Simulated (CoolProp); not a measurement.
Water along the isotherm 421 K: Z from the reference equation and from simpler models built on Tc = 647.1 K, pc = 22.06 MPa, ω = 0.344; each cubic takes its own stable root.

The numbers come from the reference Helmholtz-energy equation of state, Wagner 2002 in CoolProp.

```tsv
p (MPa)	phase	reference	Redlich-Kwong	Soave-Redlich-Kwong	Peng-Robinson
0.174	gas	0.9849	0.9911	0.9896	0.9892
0.282	gas	0.9750	0.9855	0.9831	0.9824
0.736	liquid	0.004121	0.9614	0.005619	0.004973
1.19	liquid	0.006661	0.009539	0.009082	0.008039
1.92	liquid	0.01074	0.01538	0.01465	0.01297
3.1	liquid	0.01733	0.02481	0.02364	0.02092
5.01	liquid	0.02798	0.04004	0.03817	0.03379
8.1	liquid	0.04515	0.06458	0.06161	0.05456
13.1	liquid	0.07281	0.1041	0.09941	0.08807
21.1	liquid	0.1167	0.1667	0.1595	0.1414
34.1	liquid	0.1873	0.2671	0.2564	0.2275
55.2	liquid	0.3000	0.4271	0.4117	0.3656
```

At some of these states Redlich-Kwong gives the other phase, because its saturation line lies elsewhere.
